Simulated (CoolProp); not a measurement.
Values from CoolProp's reference Helmholtz-energy equation of state, Akasaka 2024.

**Question.** For R1132(E), give the phase and the cp (kJ/(kg K)), Joule-Thomson coefficient (K/MPa) at 329.6 K and 0.776 bar; 329.2 K and 0.176 bar.

**Answer.** 
- 329.6 K and 0.776 bar: gas; cp 1.00, Joule-Thomson coefficient 11.9
- 329.2 K and 0.176 bar: gas; cp 0.995, Joule-Thomson coefficient 11.9
